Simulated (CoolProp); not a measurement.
Vapour-liquid equilibrium of R1234ze(E) (1) + n-pentane (2) at 0.343 MPa; x and y are mole fractions of (1).

Computed with CoolProp (multi-fluid Helmholtz-energy mixture model, Thol 2016 and Thol 2019; pair parameters Bell 2016).

Question: Give the bubble temperature and the first vapour's composition at x = 0.2, 0.5, 0.8. Is there an azeotrope?

Answer: x = 0.2: 36.9 °C, y = 0.726; x = 0.5: 21.6 °C, y = 0.873; x = 0.8: 16.3 °C, y = 0.930. No azeotrope shows between x = 0.05 and 0.95.

Pair parameters are fitted to limited data, so mixtures are less certain than the pure fluids. With so large a gap from Raoult's law the liquid may split in two, which this calculation doesn't test in full.
